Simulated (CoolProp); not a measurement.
A simple Rankine cycle with R1336mzz(E): condensing at 309.15 K, boiler at 1.67 MPa, turbine inlet 383.4 K, turbine efficiency 0.6, pump efficiency 0.8, no recuperator. Each further row changes one setting.

Values from CoolProp's reference Helmholtz-energy equation of state, Akasaka 2023.

| case | thermal efficiency (%) | net work (kJ/kg) | heat in (kJ/kg) | turbine exit temperature (K) | volume ratio over the turbine |
|---|---|---|---|---|---|
| as stated | 7.9 | ? | 181 | 341.2 | 7.50 |
| turbine inlet 403.4 K | 7.9 | ? | 204 | ? | 6.87 |
| condensing temperature 301.15 K | 8.8 | 16.8 | 191 | 337.2 | 9.83 |
| boiler pressure 1.17 MPa | 6.7 | 12.9 | 191 | 354.6 | 4.61 |
| turbine efficiency 0.5 | ? | 11.7 | 181 | 344.1 | 7.59 |

Some entries are withheld; supply them.


- as stated, net work (kJ/kg): 14.3
- turbine inlet 403.4 K, net work (kJ/kg): 16.2
- turbine inlet 403.4 K, turbine exit temperature (K): 365.0
- turbine efficiency 0.5, thermal efficiency (%): 6.5
